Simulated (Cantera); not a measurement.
Input (Python, Cantera) and output of one run.

```python
import numpy as np
import cantera as ct

gas_names = """
    B BF BF2 BF3 BH BHF2 BH2 BH3 BO BOF BOF2 BO2 B2 B2O B2O2 B2O3 B3O3F3 B3O3H3 F FO FO2 F2 F2O H HBO
    HBO2 HF HOF HO2 H2 H2F2 H2O H2O2 H3B3O6 H3F3 H4F4 H5F5 H6F6 H7F7 O OH O2 O3
""".split()
cond_names = """
    B(b) B(L) B2O3(L) B3O3H3(cr) H2O(s) H2O(L)
""".split()


# ... load() reads the species with a 1 bar reference pressure and builds the phases ...
atoms = {
    'BF3': {'B': 1, 'F': 3},
    'O2': {'O': 2},
    'H2': {'H': 2},
}
top_T = {}  # K; cautious upper limits of use, not melting points


# ... equilibrate(T, P, feed) seeds the gas with the atoms and calls Mixture.equilibrate('TP', solver="vcs", rtol=1e-11, max_steps=5000) ...
results = []
feed = {'BF3': 1, 'O2': 3.8, 'H2': 190}  # mol
P = 26  # Pa
for T in [773, 823, 873, 923, 973, 1023, 1073, 1123, 1173, 1223, 1273, 1323, 1373, 1423]:
    mix = equilibrate(T, P, feed)
    results.append((T, P, feed, dict(zip(mix.species_names, mix.species_moles))))

top = {s: max(r[3][s] / sum(r[3][g] for g in gas_names) for r in results) for s in gas_names}
cols = sorted((s for s in top if top[s] > 0.001), key=lambda s: -top[s])[:5]
seen = [c for c in cond_names if any(r[3].get(c, 0) > 1e-12 for r in results)]
print("log10 of partial pressures in bar; condensed amounts in mol")
print(f"{'T/K':>10s}" + "".join(f"{s[:9]:>10s}" for s in cols + seen))
for T, P, feed, n in results:
    ng = sum(n[g] for g in gas_names)
    print(f"{T:10.4g}" + "".join(f"{np.log10(max(n[s] / ng * P / 1e5, 1e-99)):10.3f}" for s in cols)
          + "".join(f"{n.get(c, 0):10.4g}" for c in seen))
```

It prints:

```
log10 of partial pressures in bar; condensed amounts in mol
       T/K        H2       H2O        HF       BOF      HBO2   B2O3(L)
       773    -3.606    -5.065    -5.465    -9.453    -9.824    0.4076
       823    -3.606    -5.071    -5.439    -8.731    -9.094    0.4366
       873    -3.606    -5.074    -5.422    -8.103    -8.452    0.4541
       923    -3.606    -5.077    -5.413    -7.553    -7.882    0.4572
       973    -3.606    -5.078    -5.412    -7.070    -7.373    0.4349
      1023    -3.606    -5.078    -5.423    -6.648    -6.916     0.361
      1073    -3.607    -5.076    -5.454    -6.289    -6.503     0.188
      1123    -3.607    -5.076    -5.488    -6.099    -6.259         0
      1173    -3.607    -5.077    -5.485    -6.104    -6.249         0
      1223    -3.607    -5.078    -5.484    -6.110    -6.241         0
      1273    -3.607    -5.078    -5.482    -6.116    -6.233         0
      1323    -3.607    -5.079    -5.481    -6.121    -6.227         0
      1373    -3.607    -5.079    -5.480    -6.127    -6.221         0
      1423    -3.607    -5.080    -5.478    -6.132    -6.216         0
```

Equilibrium computed with Cantera from the NASA thermochemical tables; the gas is ideal and each condensed phase is pure.
